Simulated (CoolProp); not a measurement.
Properties of R134a at several states.

Computed with CoolProp (reference Helmholtz-energy equation of state, Tillner-Roth 1994).

| T (K) | p (MPa) | phase | density (kg/m³) | cp (kJ/(kg K)) | expansivity (1/kK) | conductivity (mW/(m K)) |
|---|---|---|---|---|---|---|
| 304.9 | 0.0197 | gas | 0.7958 | 0.8484 | 3.323 | 13.9 |
| 278.7 | 15 | liquid | 1328 | 1.296 | 2.079 | 97.8 |
| 313.4 | 0.0126 | gas | 0.4944 | 0.8620 | 3.215 | 14.6 |
| 281.3 | 0.0456 | gas | 2.012 | 0.8133 | 3.708 | 12.0 |
| 363.6 | 0.0338 | gas | 1.145 | 0.9481 | 2.783 | 18.6 |

Thermal conductivity comes from a separate model (McLinden 2000), an estimate that may be off by 10 % or more.
